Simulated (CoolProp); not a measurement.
Computed with CoolProp (reference Helmholtz-energy equation of state, Thol 2019).

Task: Give the vapour pressure (bar), liquid density (kg/m³), vapour density (kg/m³), enthalpy of vaporisation (kJ/kg) of saturated tetradecamethylhexasiloxane (MD4M) at 386.5, 406.2 K.

Result: 
```tsv
T (K)	p (bar)	liquid density (kg/m³)	vapour density (kg/m³)	enthalpy of vaporisation (kJ/kg)
386.5	0.00651	800	0.0932	145
406.2	0.0175	781	0.239	139
```
